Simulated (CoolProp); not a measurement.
Hexamethyldisiloxane (MM) along the isotherm 550 K: density (kg/m³) from the reference equation and from simpler models built on Tc = 518.7 K, pc = 1.931 MPa, ω = 0.418; each cubic takes its own stable root.

Computed with CoolProp (reference Helmholtz-energy equation of state, Thol 2016).

```json
[
 {"p (MPa)": "1.76", "phase": "gas", "reference": "91.37"},
 {"p (MPa)": "3.51", "phase": "supercritical", "reference": "359.5"},
 {"p (MPa)": "5.27", "phase": "supercritical", "reference": "438.1"},
 {"p (MPa)": "7.02", "phase": "supercritical", "reference": "471.5"},
 {"p (MPa)": "8.78", "phase": "supercritical", "reference": "493.7"},
 {"p (MPa)": "10.5", "phase": "supercritical", "reference": "510.3"},
 {"p (MPa)": "12.3", "phase": "supercritical", "reference": "524.4"},
 {"p (MPa)": "14", "phase": "supercritical", "reference": "535.8"},
 {"p (MPa)": "15.8", "phase": "supercritical", "reference": "546.2"},
 {"p (MPa)": "17.6", "phase": "supercritical", "reference": "555.5"},
 {"p (MPa)": "19.3", "phase": "supercritical", "reference": "563.4"}
]
```

How far does each simpler model (ideal gas, van der Waals, Peng-Robinson) lie from the reference over these 11 states: mean and median of the absolute difference, and the worst?


- ideal gas: mean 29.6 %, median 26.9 %, worst -65.3 % at 550 K and 3.51 MPa
- van der Waals: mean 20.2 %, median 22.7 %, worst -22.9 % at 550 K and 19.3 MPa
- Peng-Robinson: mean 5.7 %, median 6.4 %, worst +9.5 % at 550 K and 19.3 MPa
